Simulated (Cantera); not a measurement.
Feed: 1 mol HgO, 0.86 mol H₂, 0.025 mol O₂, held at 800 K and 1 atm.

These are equilibrium values from Cantera (NASA tables, ideal gas, pure condensed phases), not measurements of a reactor. Candidate condensed phases: H₂O, Hg, HgO; 10 gas species. The numbers say what is thermodynamically allowed, not how fast it happens.

### Question
What is the equilibrium state?

### Answer
```
Item                                 Result
--------------------------------  ---------
x(Hg)                                 0.512
x(H₂O)                                0.440
x(O₂)                                0.0486
gas amount                        1.955 mol
log10 activity of Hg(l) (absent)      -1.32
```
